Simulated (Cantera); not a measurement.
## CO2 + H2O + H2 (abatement and gas-phase synthesis)

Charge: 1 mol CO2, 1.1 mol H2O, 0.1 mol H2, equilibrated at 0.105 Torr.

Cantera equilibrium calculation (NASA polynomials, part measured and part estimated; ideal gas, pure solids and liquids). Candidate condensed phases: C, C6H6, C7H8, C8H18, H2O; 110 gas species. Kinetics and transport are ignored.

| T (°C) | log p H | log p O | log p CO | log p O2 | log p OH | log p H2 | log p H2O | log p CO2 |
|---|---|---|---|---|---|---|---|---|
| 2150 | -4.33 | -4.50 | -4.54 | -4.99 | -5.16 | -5.16 | -5.26 | -5.42 |
| 2250 | -4.26 | -4.39 | -4.56 | -5.20 | -5.36 | -5.42 | -5.84 | -5.78 |
| 2350 | -4.24 | -4.33 | -4.58 | -5.48 | -5.62 | -5.72 | -6.48 | -6.16 |
| 2450 | -4.22 | -4.30 | -4.59 | -5.80 | -5.91 | -6.03 | -7.14 | -6.52 |
| 2550 | -4.22 | -4.28 | -4.59 | -6.12 | -6.20 | -6.33 | -7.77 | -6.87 |
| 2650 | -4.22 | -4.28 | -4.59 | -6.43 | -6.47 | -6.62 | -8.37 | -7.20 |
| 2750 | -4.22 | -4.28 | -4.59 | -6.73 | -6.73 | -6.89 | -8.94 | -7.51 |
| 2850 | -4.21 | -4.27 | -4.59 | -7.01 | -6.98 | -7.14 | -9.47 | -7.81 |
| 2950 | -4.21 | -4.27 | -4.59 | -7.27 | -7.22 | -7.38 | -9.97 | -8.08 |
| 3050 | -4.21 | -4.27 | -4.59 | -7.52 | -7.44 | -7.60 | -10.44 | -8.34 |
| 3150 | -4.21 | -4.27 | -4.59 | -7.76 | -7.64 | -7.82 | -10.89 | -8.58 |
log p: log10 of the partial pressure in bar; nothing condenses.

From 2150 °C to 3150 °C nothing is condensed. The main C-bearing gas is CO throughout.
